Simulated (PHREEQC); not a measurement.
# Buffer (model solution)

Solution (6 °C): 0.68 mmol/kgw NaH2PO4 and 1.1 mmol/kgw Na2SO4. Closed to the air; pH follows from the charge balance.

The numbers come from PHREEQC with the ion-association model, phreeqc.dat.

| Quantity | Result |
|---|---|
| pH | 5.21 |
| ionic strength | 0.00397 mol/kgw |
| specific conductance | 193 µS/cm |

```
species  molality  activity   log γ
-------  --------  --------  ------
Na+       0.00287   0.00269  -0.028
SO4-2     0.00109  0.000839  -0.113
H2PO4-   0.000672  0.000630  -0.028
NaSO4-    1.06e-5   9.94e-6  -0.028
HPO4-2    7.34e-6   5.66e-6  -0.113
H+        6.56e-6   6.17e-6  -0.026
H3PO4     4.49e-7   4.49e-7   0.000
```

This is a speciation only: nothing precipitates in the calculation. Species that the database lacks are ignored. Away from 25 °C the constants follow the database's enthalpies or fits; those with neither stay at their 25 °C values.
